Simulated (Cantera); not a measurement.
A closed system holds: 1 mol SiO2, 0.025 mol C, 0.11 mol N2, at 2548 K.

Cantera equilibrium calculation (NASA polynomials, part measured and part estimated; ideal gas, pure solids and liquids). Candidate condensed phases: C, Si, SiC, SiO2, Si2N2O, Si3N4; 34 gas species. The tables hold silica as quartz up to 1696 K and as liquid above; real silica turns to tridymite and cristobalite and melts near 1996 K. Equilibrium is a limit: real reactors are often held back by kinetics, nucleation or transport.

Q: Which condensed phases are stable at each of these points (P (Pa)): 1, 16, 250, 4000, 63000, 1000000?

A: 
```tsv
P (Pa)	condensed phases	Si condensed (%)
1	gas only	0.0
16	gas only	0.0
250	gas only	0.0
4000	SiO2(l)	94.3
63000	SiO2(l)	97.3
1000000	SiO2(l)	97.5
```

From 0.00750 Torr to 1.88 Torr nothing is condensed. From 30.0 Torr to 7500 Torr the condensed part is SiO2(l).
